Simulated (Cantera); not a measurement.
# Adiabatic ignition

An adiabatic, constant-volume homogeneous reactor starts with CH4 : O2 : N2 = 1 : 1.05 : 3.96 (molar parts), equivalence ratio 1.9, at 1075 K and 5.00 bar.

Model: GRI-Mech 3.0 (53 species, 325 reactions), integrated in Cantera.

```tsv
t (s)	T (K)	P (bar)	x CH4	x O2	x CH2	x H2	x NO
2.00e-6	1075	5.00	0.166	0.175	<1e-12	<1e-12	<1e-12
1.05e-5	1075	5.00	0.166	0.175	<1e-12	4.82e-12	<1e-12
5.50e-5	1075	5.00	0.166	0.175	<1e-12	8.72e-11	<1e-12
0.000288	1075	5.00	0.166	0.175	<1e-12	3.38e-9	<1e-12
0.00151	1075	5.00	0.166	0.175	<1e-12	2.19e-7	<1e-12
0.00793	1075	5.00	0.166	0.175	<1e-12	3.21e-6	<1e-12
0.0416	1080	5.02	0.166	0.174	<1e-12	8.60e-5	<1e-12
0.218	2558	13.8	1.37e-9	4.00e-6	2.10e-11	0.146	9.43e-5
1.14	2558	13.8	1.37e-9	4.00e-6	2.10e-11	0.146	9.43e-5
6.00	2558	13.8	1.37e-9	4.00e-6	2.10e-11	0.146	9.43e-5
```
x: mole fraction; the columns are a selection and need not sum to one.

```json
{
 "time_of_steepest_temperature_rise": "76.7 ms",
 "temperature at 6.00 s": "2558 K",
 "equilibrium_temperature": "2558 K",
 "x(CH4) at 6.00 s": "1.37e-9 (gas-phase equilibrium 1.54e-9)",
 "x(O2) at 6.00 s": "4.00e-6 (gas-phase equilibrium 4.00e-6)",
 "x(CH2) at 6.00 s": "2.10e-11 (gas-phase equilibrium 2.33e-11)"
}
```
